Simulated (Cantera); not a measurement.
A Cantera script and its output.

```python
import numpy as np
import cantera as ct

gas = ct.Solution("gri30.yaml")
gas.TPX = 1200, 24000, {'CO': 0.026, 'O2': 0.003, 'H2O': 0.1, 'N2': 1}
inlet = ct.Reservoir(gas, clone=True)

reactor = ct.IdealGasConstPressureReactor(gas, energy="off", clone=False)
exhaust = ct.Reservoir(gas, clone=True)
tau = [0.79, 0.49, 0.31, 0.19, 0.12, 0.073, 0.046, 0.028, 0.018, 0.011, 0.0068][0]
for a, b in ((inlet, reactor), (reactor, exhaust)):
    ct.MassFlowController(a, b, mdot=lambda t: reactor.mass / tau)
net = ct.ReactorNet([reactor])
show = ['CO', 'O2', 'H2O', 'H2O2', 'N2O', 'NO']

rows = []
print(f"{'tau/s':>10s}{'T/K':>9s}" + "".join(f"{s:>11s}" for s in show))
for tau in [0.79, 0.49, 0.31, 0.19, 0.12, 0.073, 0.046, 0.028, 0.018, 0.011, 0.0068]:
    net.initial_time = 0.0
    net.advance(30 * tau)
    before = gas.X
    net.advance(40 * tau)
    drift = np.max(np.abs(gas.X - before) / (gas.X + 1e-9))
    rows.append([gas.T, *gas[show].X, drift])
    print(f"{tau:10.3e}{gas.T:9.1f}" + "".join(f"{x:11.3e}" for x in gas[show].X))
```

Result:

```
     tau/s      T/K         CO         O2        H2O       H2O2        N2O         NO
 7.900e-01   1200.0  5.465e-03  1.978e-05  7.643e-02  3.353e-09  2.021e-10  2.156e-08
 4.900e-01   1200.0  5.715e-03  2.659e-05  7.666e-02  4.582e-09  2.629e-10  2.660e-08
 3.100e-01   1200.0  6.013e-03  3.576e-05  7.693e-02  6.158e-09  3.400e-10  3.239e-08
 1.900e-01   1200.0  6.407e-03  4.991e-05  7.727e-02  8.426e-09  4.505e-10  3.966e-08
 1.200e-01   1200.0  6.863e-03  6.952e-05  7.767e-02  1.130e-08  5.907e-10  4.743e-08
 7.300e-02   1200.0  7.471e-03  1.017e-04  7.819e-02  1.553e-08  7.981e-10  5.648e-08
 4.600e-02   1200.0  8.170e-03  1.480e-04  7.876e-02  2.088e-08  1.063e-09  6.468e-08
 2.800e-02   1200.0  9.100e-03  2.266e-04  7.949e-02  2.863e-08  1.453e-09  7.163e-08
 1.800e-02   1200.0  1.012e-02  3.362e-04  8.025e-02  3.769e-08  1.919e-09  7.407e-08
 1.100e-02   1200.0  1.155e-02  5.254e-04  8.123e-02  5.039e-08  2.590e-09  6.977e-08
 6.800e-03   1200.0  1.329e-02  8.056e-04  8.236e-02  6.469e-08  3.364e-09  5.662e-08
```

Cantera simulation using GRI-Mech 3.0 (53 species, 325 reactions); the numbers are that mechanism's predictions, not measurements.
